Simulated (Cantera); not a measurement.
# Si + NF3 + H2 (silicon etching in halogen gases)

Feed: 1 mol Si, 4 mol NF3, 62 mol H2, at 1025 °C and 1.40 Pa.

Method: chemical equilibrium by Gibbs-energy minimisation in Cantera with the NASA 1993 tables (ideal gas, pure condensed phases). Candidate condensed phases: Si, Si3N4; 37 gas species. The tables' values for SiF3, SiF2 are old estimates; treat these amounts as uncertain. Rates play no part.

| Item | Result |
|---|---|
| x(H2) | 0.840 |
| x(HF) | 0.116 |
| x(N2) | 0.0290 |
| x(SiF4) | 0.0140 |
| x(SiF3) | 0.000421 |
| x(H) | 0.000262 |
| x(SiF2) | 1.08e-5 |
| x(SiHF3) | 9.27e-6 |
| gas amount | 69.02 mol |
| log10 activity of Si(s) (absent) | -5.91 |
